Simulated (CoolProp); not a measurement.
Vapour-liquid equilibrium of R143a (1) + isobutene (2) at 0.378 MPa; x and y are mole fractions of (1).

Values from CoolProp's multi-fluid Helmholtz-energy mixture model, Lemmon and Jacobsen 2000 and Lemmon 2005; pair parameters Bell 2016.

```csv
x,bubble temperature (K),y at the bubble point,dew temperature at overall composition x (K),liquid density (mol/L)
0.05,295.2,0.276,303.7,10.57
0.2,278.3,0.621,298.2,11.05
0.35,271.0,0.739,292.0,11.36
0.5,266.8,0.803,285.0,11.63
0.65,263.8,0.854,276.6,11.92
0.8,261.3,0.908,267.0,12.24
0.95,258.9,0.973,259.7,12.62
```

No azeotrope shows between x = 0.05 and 0.95.

Pair parameters are fitted to limited data, so mixtures are less certain than the pure fluids.
